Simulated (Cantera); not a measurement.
What does this Cantera script print?

```python
import numpy as np
import cantera as ct

gas = ct.Solution("SiF4_NH3_mec.yaml", "gas")
gas.TPX = 1700, 100000, {'NH3': 1, 'N2': 15}
reactor = ct.IdealGasConstPressureReactor(gas, energy="off", clone=False)
net = ct.ReactorNet([reactor])
net.rtol, net.atol = 1e-08, 1e-18
show = ['NH3', 'NH', 'N2H4', 'N2', 'H']
times = np.geomspace(0.0002, 5, 10)

steps = ct.SolutionArray(gas, extra=["t"])
rows = []
print(f"{'t/s':>10s}{'T/K':>9s}{'P/Pa':>11s}" + "".join(f"{s:>11s}" for s in show))
for t in times:
    while net.time < t:
        t_next = net.step()
        steps.append(gas.state, t=t_next)
    rows.append([np.interp(t, steps.t, y) for y in (steps.T, steps.P, *steps(*show).X.T)])
    print(f"{t:10.3e}{rows[-1][0]:9.1f}{rows[-1][1]:11.4g}" + "".join(f"{x:11.3e}" for x in rows[-1][2:]))
rate = np.gradient(steps.T, steps.t)
print("integrator steps:", len(steps.t))
if steps.T.max() > steps.T[0] + 200:
    print(f"time of steepest temperature rise: {steps.t[rate.argmax()]:.4e} s")
gas.TPX = 1700, 100000, {'NH3': 1, 'N2': 15}
gas.equilibrate("TP")
print(f"equilibrium (TP): T = {gas.T:.1f} K  " + "  ".join(f"{s} {gas[s].X[0]:.3e}" for s in show))
```

It prints:

```
       t/s      T/K       P/Pa        NH3         NH       N2H4         N2          H
 2.000e-04   1700.0      1e+05  6.249e-02  4.007e-09  2.543e-10  9.375e-01  1.948e-08
 6.162e-04   1700.0      1e+05  6.248e-02  4.265e-08  2.375e-09  9.375e-01  2.326e-08
 1.898e-03   1700.0      1e+05  6.244e-02  1.893e-07  1.668e-08  9.375e-01  5.615e-08
 5.848e-03   1700.0      1e+05  6.227e-02  3.091e-07  3.125e-08  9.374e-01  1.694e-07
 1.802e-02   1700.0      1e+05  6.173e-02  3.683e-07  2.892e-08  9.372e-01  4.519e-07
 5.550e-02   1700.0      1e+05  6.011e-02  4.748e-07  2.393e-08  9.365e-01  1.231e-06
 1.710e-01   1700.0      1e+05  5.546e-02  5.768e-07  1.755e-08  9.346e-01  3.285e-06
 5.268e-01   1700.0      1e+05  4.406e-02  5.718e-07  1.068e-08  9.299e-01  8.373e-06
 1.623e+00   1700.0      1e+05  2.471e-02  4.217e-07  3.951e-09  9.219e-01  1.856e-05
 5.000e+00   1700.0      1e+05  8.024e-03  2.007e-07  5.864e-10  9.151e-01  3.172e-05
integrator steps: 1180
equilibrium (TP): T = 1700.0 K  NH3 9.013e-07  NH 3.359e-11  N2H4 1.087e-17  N2 9.117e-01  H 4.405e-05
```

Detailed kinetics in Cantera: the gas-phase N/H chemistry of the illustrative SiF4/NH3 mechanism in the Surface Chemkin manual (1991). Walls and surfaces, which speed up NH3 decomposition in real reactors, are not modelled.
